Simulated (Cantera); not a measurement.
Charge: 1 mol PbO, 9 mol CO, a varied amount of H2, at 2075 K and 0.345 Torr.

These are equilibrium values from Cantera (NASA tables, ideal gas, pure condensed phases), not measurements of a reactor. Candidate condensed phases: C, C6H6, C7H8, C8H18, H2O, Pb, PbO, PbO2, Pb3O4; 113 gas species. The numbers say what is thermodynamically allowed, not how fast it happens.

Problem. At 12 mol H2, list the 6 most abundant gas species with their mole fractions, and the condensed phases.

Solution. H2 0.445, CO 0.385, H 0.0828, Pb 0.0435, H2O 0.0362, CO2 0.00646. Condensed: gas only.
